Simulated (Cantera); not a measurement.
**Thermodynamics of silicon oxide and oxynitride deposition, feed SiCl4 + N2O + N2**

Input: 1 mol SiCl4, 0.61 mol N2O, 70 mol N2, at 1248 K and 10.0 mbar.

These are equilibrium values from Cantera (NASA tables, ideal gas, pure condensed phases), not measurements of a reactor. Candidate condensed phases: Si, SiO2, Si2N2O, Si3N4; 23 gas species. The tables hold silica as quartz up to 1696 K and as liquid above; real silica turns to tridymite and cristobalite and melts near 1996 K. Rates play no part.

The x(N2) is 0.979 and the x(SiCl4) is 0.00964. The x(Cl) is 0.00573 and the x(Cl2) comes out as 0.00560. The n(SiO2(β-quartz)) is 0.305 mol, the gas amount is 72.12 mol and the log10 activity of Si(s) (absent) is -16.40.
